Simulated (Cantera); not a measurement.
A perfectly stirred reactor is fed with 0.101 % CO, 1.57 % O2, 6.09 % H2O, 92.2 % N2, equivalence ratio 0.032, at 1200 Torr; it is held at 1075 K, and followed from long to short residence time.

Model: GRI-Mech 3.0 (53 species, 325 reactions), integrated in Cantera.

Problem. Predict: x(CO) at τ = 6.30 s; x(O2) at τ = 6.30 s; x(H2O) at τ = 6.30 s; x(O) at τ = 6.30 s; x(CO) at τ = 0.210 s; x(O2) at τ = 0.210 s; x(H2O) at τ = 0.210 s; x(O) at τ = 0.210 s.

Solution. 
```
Quantity                 Result
---------------------  --------
x(CO) at τ = 6.30 s    0.000113
x(O2) at τ = 6.30 s      0.0152
x(H2O) at τ = 6.30 s     0.0609
x(O) at τ = 6.30 s      8.70e-9
x(CO) at τ = 0.210 s   0.000589
x(O2) at τ = 0.210 s     0.0155
x(H2O) at τ = 0.210 s    0.0609
x(O) at τ = 0.210 s     9.83e-8
```
